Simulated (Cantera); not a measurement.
Cantera with NASA thermochemical tables; ideal gases at 1 bar, condensed phases pure. Values are per mole of reaction as written; species without (g) are pure solids or liquids, kept so even where they would boil at 1 bar.

Question: Between 475 and 975 K, where is each reaction favourable under standard conditions?
- C + O₂(g) ⇌ CO₂(g)
- 2 Si + O₂(g) ⇌ 2 SiO(g)
- 0.6667 Cr + O₂(g) ⇌ 0.6667 CrO₃(g)

Answer: 
- C + O₂(g) ⇌ CO₂(g): ΔG° is -395 kJ at 475 K and -396 kJ at 975 K; it stays negative (K > 1). ΔH° is -395 kJ and ΔS° 1 J/K at 975 K.
- 2 Si + O₂(g) ⇌ 2 SiO(g): ΔG° is -286 kJ at 475 K and -371 kJ at 975 K; it stays negative (K > 1). ΔH° is -210 kJ and ΔS° 164 J/K at 975 K.
- 0.6667 Cr + O₂(g) ⇌ 0.6667 CrO₃(g): ΔG° is -174 kJ at 475 K and -151 kJ at 975 K; it stays negative (K > 1). ΔH° is -197 kJ and ΔS° -48 J/K at 975 K.
